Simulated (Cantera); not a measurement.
A freely propagating, adiabatic, planar premixed flame of 38.1 % H2, 15.9 % O2, 46.1 % N2, equivalence ratio 1.2, unburnt at 475 K and 7500 Torr; mixture-averaged transport, grid criteria slope 0.08 and curve 0.16, no radiation.

Model: the H2/O2 subset of GRI-Mech 3.0, which has no nitrogen chemistry, integrated in Cantera. The hydrogen kinetics of GRI-Mech 3.0 are dated; newer H2 mechanisms differ, most at raised pressure. Burning velocities carry a grid error of a few per cent, more on coarse grids.

x: mole fraction of selected species; z is measured from the peak of heat release.

```json
[
 {"z (mm)": "-0.0631", "T (K)": "475", "u (m/s)": "6.56", "x H2": "0.381", "x O2": "0.159", "x H": "<1e-8", "x HO2": "<1e-8", "x H2O2": "<1e-8", "x O": "<1e-8"},
 {"z (mm)": "-0.0421", "T (K)": "475", "u (m/s)": "6.56", "x H2": "0.381", "x O2": "0.159", "x H": "<1e-8", "x HO2": "<1e-8", "x H2O2": "<1e-8", "x O": "<1e-8"},
 {"z (mm)": "-0.0315", "T (K)": "475", "u (m/s)": "6.56", "x H2": "0.380", "x O2": "0.159", "x H": "<1e-8", "x HO2": "1.11e-7", "x H2O2": "<1e-8", "x O": "<1e-8"},
 {"z (mm)": "-0.0210", "T (K)": "477", "u (m/s)": "6.57", "x H2": "0.379", "x O2": "0.159", "x H": "<1e-8", "x HO2": "2.85e-6", "x H2O2": "1.50e-7", "x O": "9.68e-8"},
 {"z (mm)": "-0.0105", "T (K)": "537", "u (m/s)": "7.21", "x H2": "0.360", "x O2": "0.163", "x H": "9.72e-6", "x HO2": "0.000477", "x H2O2": "2.47e-5", "x O": "8.04e-6"},
 {"z (mm)": "-0.00526", "T (K)": "895", "u (m/s)": "11.5", "x H2": "0.307", "x O2": "0.156", "x H": "0.00235", "x HO2": "0.00173", "x H2O2": "0.000162", "x O": "0.000318"},
 {"z (mm)": "0", "T (K)": "1438", "u (m/s)": "17.8", "x H2": "0.222", "x O2": "0.117", "x H": "0.0169", "x HO2": "0.000801", "x H2O2": "5.53e-5", "x O": "0.00278"},
 {"z (mm)": "0.00526", "T (K)": "1821", "u (m/s)": "22.3", "x H2": "0.145", "x O2": "0.0648", "x H": "0.0334", "x HO2": "0.000363", "x H2O2": "6.84e-6", "x O": "0.00569"},
 {"z (mm)": "0.0105", "T (K)": "2034", "u (m/s)": "24.7", "x H2": "0.106", "x O2": "0.0333", "x H": "0.0390", "x HO2": "0.000161", "x H2O2": "4.40e-6", "x O": "0.00655"},
 {"z (mm)": "0.0210", "T (K)": "2242", "u (m/s)": "27.0", "x H2": "0.0848", "x O2": "(withheld)", "x H": "(withheld)", "x HO2": "(withheld)", "x H2O2": "(withheld)", "x O": "(withheld)"},
 {"z (mm)": "0.0421", "T (K)": "2422", "u (m/s)": "28.8", "x H2": "0.0797", "x O2": "0.00773", "x H": "0.0241", "x HO2": "2.48e-5", "x H2O2": "1.76e-6", "x O": "0.00390"},
 {"z (mm)": "0.0841", "T (K)": "2564", "u (m/s)": "30.2", "x H2": "0.0763", "x O2": "(withheld)", "x H": "(withheld)", "x HO2": "(withheld)", "x H2O2": "(withheld)", "x O": "(withheld)"},
 {"z (mm)": "0.168", "T (K)": "2660", "u (m/s)": "31.1", "x H2": "0.0731", "x O2": "0.00241", "x H": "0.0100", "x HO2": "5.06e-6", "x H2O2": "8.19e-7", "x O": "0.00107"}
]
```

Question: Complete the blanks.

Answer: 
- 0.0210, x O2: 0.0140
- 0.0210, x H: 0.0344
- 0.0210, x HO2: 5.55e-5
- 0.0210, x H2O2: 2.64e-6
- 0.0210, x O: 0.00593
- 0.0841, x O2: 0.00450
- 0.0841, x H: 0.0155
- 0.0841, x HO2: 1.15e-5
- 0.0841, x H2O2: 1.24e-6
- 0.0841, x O: 0.00211
